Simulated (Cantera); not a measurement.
An isothermal, constant-pressure homogeneous reactor starts with H2 : O2 : N2 = 0.39 : 1 : 5 (molar parts), at 1225 K and 0.133 bar.

Cantera simulation using the H2/O2 subset of GRI-Mech 3.0, which has no nitrogen chemistry; the numbers are that mechanism's predictions, not measurements. The temperature is held fixed by assumption; the heat of reaction is taken as removed at once.

x: mole fraction; the columns are a selection and need not sum to one.

| t (s) | x H2 | x O2 | x H2O2 | x H | x H2O | x O |
|---|---|---|---|---|---|---|
| 3.00e-6 | 0.0610 | 0.156 | <1e-12 | 3.98e-10 | 4.52e-12 | 2.42e-11 |
| 1.68e-5 | 0.0610 | 0.156 | 1.20e-12 | 2.25e-9 | 5.26e-10 | 5.92e-10 |
| 9.39e-5 | 0.0610 | 0.156 | 3.86e-11 | [?] | [?] | [?] |
| 0.000525 | 0.0104 | 0.130 | 7.37e-7 | 0.0210 | 0.0385 | 0.0123 |
| 0.00294 | 0.000783 | 0.129 | 5.61e-7 | 0.00144 | 0.0606 | 0.00271 |
| 0.0164 | 2.17e-5 | 0.130 | 1.25e-7 | 6.28e-6 | 0.0628 | 7.41e-5 |
| 0.0919 | 1.09e-6 | 0.130 | 1.60e-8 | 8.40e-8 | 0.0629 | 4.18e-6 |
| 0.514 | [?] | 0.130 | [?] | [?] | 0.0629 | [?] |
| 2.88 | 2.02e-8 | 0.130 | 4.73e-10 | 2.41e-10 | 0.0630 | 8.41e-8 |
| 16.1 | 1.02e-8 | 0.130 | 2.48e-10 | 8.72e-11 | 0.0630 | 4.20e-8 |
| 90.0 | 1.02e-8 | 0.130 | 2.47e-10 | 8.67e-11 | 0.0630 | 4.18e-8 |

Task: What belongs in the gaps?

Result: 
- 9.39e-5, x H: 6.85e-8
- 9.39e-5, x H2O: 8.90e-8
- 9.39e-5, x O: 3.19e-8
- 0.514, x H2: 1.20e-7
- 0.514, x H2O2: 2.45e-9
- 0.514, x H: 3.34e-9
- 0.514, x O: 4.88e-7
